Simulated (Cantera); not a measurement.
## Ignition delay

Mixture: 16.4 % CH₄, 17.2 % O₂, 64.9 % N₂, 1.46 % CO₂, at 1.20 bar, adiabatic and at constant pressure. Ignition delay is the time to a rise of 400 K.

Detailed kinetics in Cantera: GRI-Mech 3.0 (53 species, 325 reactions).

```csv
T0 (K),delay (ms)
1000,1350
1075,382
1150,119
1225,40.6
1300,14.9
1375,5.83
1450,2.42
```

- apparent activation energy between 1300 and 1450 K: 190 kJ/mol
